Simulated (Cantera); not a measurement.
# Thermodynamics of boron, boron nitride and boron oxide, feed B2O3 + N2 + H2

Input: 1 mol B2O3, 5.9 mol N2, 1.1 mol H2, held at 2073 K and 13300 Pa.

These are equilibrium values from Cantera (NASA tables, ideal gas, pure condensed phases), not measurements of a reactor. Candidate condensed phases: B, BN, B2O3, B3O3H3, H2O; 39 gas species. Rates play no part.

```
Property                            Result
-------------------------------  ---------
x(N2)                                0.735
x(H2)                                0.109
x(B2O3)                             0.0893
x(HBO2)                             0.0336
x(HBO)                              0.0176
x(B2O2)                            0.00695
x(BO)                              0.00520
x(H)                               0.00238
x(H2O)                             0.00148
gas amount                       8.031 mol
log10 activity of B(s) (absent)      -2.68
```
